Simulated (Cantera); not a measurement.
What does this Cantera script print?

```python
import numpy as np
import cantera as ct

gas_names = """
    C CN CO CO2 C2 CCN CNC C2N2 C2O C3 C3O2 C4 C4N2 C5 Cu CuO Cu2 N NCO NO NO2 NO3 N2 N2O O O2 O3
""".split()
cond_names = """
    C(gr) Cu(cr) Cu(L) CuO(s) Cu2O(s) Cu2O(L)
""".split()


# ... load() reads the species with a 1 bar reference pressure and builds the phases ...
atoms = {
    'CuO': {'Cu': 1, 'O': 1},
    'CO': {'C': 1, 'O': 1},
    'N2': {'N': 2},
}
top_T = {'C(gr)': 4500, 'CuO(s)': 1390}  # K; cautious upper limits of use, not melting points


# ... equilibrate(T, P, feed) seeds the gas with the atoms and calls Mixture.equilibrate('TP', solver="vcs", rtol=1e-11, max_steps=5000) ...
results = []
feed = {'CuO': 1, 'CO': 6.9, 'N2': 2.5}  # mol
T = 1098.15  # K
P = 18  # Pa
mix = equilibrate(T, P, feed)
results.append((T, P, feed, dict(zip(mix.species_names, mix.species_moles))))
print(gas.report(threshold=0.0001))
for i in range(1, mix.n_phases):
    print(f"{mix.phase(i).name:16s} {mix.phase_moles(i):12.5e} mol")
```

Result:

```
       temperature   1098.2 K
          pressure   18 Pa
           density   5.8577e-05 kg/m^3
  mean mol. weight   29.713 kg/kmol
   phase of matter   gas

                          1 kg             1 kmol
                     ---------------   ---------------
          enthalpy       -2.8563e+06       -8.4871e+07  J
   internal energy       -3.1636e+06       -9.4002e+07  J
           entropy             10733        3.1891e+05  J/K
    Gibbs function       -1.4643e+07       -4.3508e+08  J
 heat capacity c_p            1205.1             35808  J/K
 heat capacity c_v             925.3             27494  J/K

                      mass frac. Y      mole frac. X     chem. pot. / RT
                     ---------------   ---------------   ---------------
                CO           0.59168           0.62766           -47.045
               CO2           0.15757           0.10638           -82.719
                N2           0.25075           0.26596           -35.056
     [  +24 minor]        6.6527e-06        3.1107e-06

C(gr)             0.00000e+00 mol
Cu(cr)            9.99971e-01 mol
CuO(s)            0.00000e+00 mol
Cu2O(s)           0.00000e+00 mol
```

Cantera equilibrium calculation (NASA polynomials, part measured and part estimated; ideal gas, pure solids and liquids).
